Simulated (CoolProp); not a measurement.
Vapour-liquid equilibrium of fluoroethane (R161) (1) + R134a (2) at 0.357 MPa; x and y are mole fractions of (1).

The numbers come from the multi-fluid Helmholtz-energy mixture model, Wu 2012 and Tillner-Roth 1994; pair parameters Bell 2016 in CoolProp.

Problem. Give the bubble temperature and the first vapour's composition at x = 0.35, 0.85, 0.95. Is there an azeotrope?

Solution. x = 0.35: 275.2 K, y = 0.424; x = 0.85: 269.1 K, y = 0.899; x = 0.95: 267.8 K, y = 0.969. No azeotrope shows between x = 0.05 and 0.95.

The pair parameters rest on a limited set of measurements; away from them the model extrapolates.
